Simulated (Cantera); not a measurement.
# B + N₂ (boron, boron nitride and boron oxide)

Feed: 1 mol B, 2.3 mol N₂.

Equilibrium computed with Cantera from the NASA thermochemical tables; the gas is ideal and each condensed phase is pure. Candidate condensed phases: B, BN; 5 gas species. N₂ is the only nitrogen source here; it is nearly inert below about 1500 K, so the nitride shown seldom forms there in practice. Kinetics and transport are ignored.

Question: Map the stable condensed phases over T = 675, 775, 875, 975, 1075, 1175, 1275, 1375, 1475, 1575, 1675, 1775, 1875, 1975 °C and P in Pa = 10, 37, 140, 520, 1900, 7200, 27000, 100000.

Answer: 
```
T in °C \ P in Pa
             10     37    140    520   1900   7200  27000 100000
   1975       A      A      A      B      B      B      B      B
   1875       A      A      B      B      B      B      B      B
   1775       A      B      B      B      B      B      B      B
   1675       B      B      B      B      B      B      B      B
   1575       B      B      B      B      B      B      B      B
   1475       B      B      B      B      B      B      B      B
   1375       B      B      B      B      B      B      B      B
   1275       B      B      B      B      B      B      B      B
   1175       B      B      B      B      B      B      B      B
   1075       B      B      B      B      B      B      B      B
    975       B      B      B      B      B      B      B      B
    875       B      B      B      B      B      B      B      B
    775       B      B      B      B      B      B      B      B
    675       B      B      B      B      B      B      B      B
```
A: B; B: BN.
